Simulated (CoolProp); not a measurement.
Ethanol at 306.67 K and 0.00477 MPa flows at 0.059 m/s in a round tube of 1 mm bore and 45 µm roughness, fully developed (64/Re and Nu = 3.66 if laminar; Colebrook and Gnielinski if turbulent). Each further row changes one setting.

Model: reference Helmholtz-energy equation of state, Schroeder 2014, in CoolProp.

```json
[
 {"case": "as stated", "Reynolds number": "0.564", "Darcy friction factor": "113", "pressure drop (Pa/m)": "[?]", "heat-transfer coefficient (W/(m² K))": "58.6", "mass flow (kg/h)": "[?]"},
 {"case": "velocity 0.118 m/s", "Reynolds number": "1.13", "Darcy friction factor": "56.7", "pressure drop (Pa/m)": "34.1", "heat-transfer coefficient (W/(m² K))": "58.6", "mass flow (kg/h)": "2.88e-5"},
 {"case": "diameter 2 mm", "Reynolds number": "1.13", "Darcy friction factor": "56.7", "pressure drop (Pa/m)": "[?]", "heat-transfer coefficient (W/(m² K))": "[?]", "mass flow (kg/h)": "5.77e-5"}
]
```

Q: What belongs in the gaps?

A: 
- as stated, pressure drop (Pa/m): 17.1
- as stated, mass flow (kg/h): 1.44e-5
- diameter 2 mm, pressure drop (Pa/m): 4.27
- diameter 2 mm, heat-transfer coefficient (W/(m² K)): 29.3

Viscosity comes from a separate model (Kiselev 2005). Thermal conductivity comes from a separate model (Assael 2013).
